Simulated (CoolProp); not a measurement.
Properties of R143a along the isotherm 192.9 K (Tc = 345.9 K, pc = 37.62 bar, ω = 0.261).

The numbers come from the reference Helmholtz-energy equation of state, Lemmon and Jacobsen 2000 in CoolProp.

| p (bar) | phase | density (kg/m³) | speed of sound (m/s) | viscosity (µPa s) | conductivity (mW/(m K)) | fugacity coefficient |
|---|---|---|---|---|---|---|
| 0.595 | liquid | 1253 | 908.0 | 311 | 119 | 0.2563 |
| 1.13 | liquid | 1253 | 908.3 | 311 | 119 | [?] |
| 2.14 | liquid | 1253 | 908.8 | 311 | 119 | 0.07173 |
| 4.05 | liquid | 1254 | 909.8 | 311 | 119 | 0.03820 |
| 7.68 | liquid | 1254 | 911.6 | 312 | 119 | 0.02045 |
| 14.6 | liquid | 1255 | 915.0 | 312 | 119 | 0.01107 |
| 27.6 | liquid | 1258 | 921.3 | 314 | 120 | 0.006185 |
| 52.3 | liquid | 1262 | 933.1 | 318 | 121 | 0.003617 |
| 99.2 | liquid | [?] | 954.6 | [?] | 123 | 0.002315 |
| 188 | liquid | 1284 | 993.1 | 335 | 126 | 0.001759 |

Question: What belongs in the gaps?

Answer: 
- 1.13, fugacity coefficient: 0.1353
- 99.2, density (kg/m³): 1270
- 99.2, viscosity (µPa s): 324

Viscosity comes from a separate model (Klein 1997), an estimate that may be off by 10 % or more. Thermal conductivity comes from a separate model (McLinden 2000), an estimate that may be off by 10 % or more.
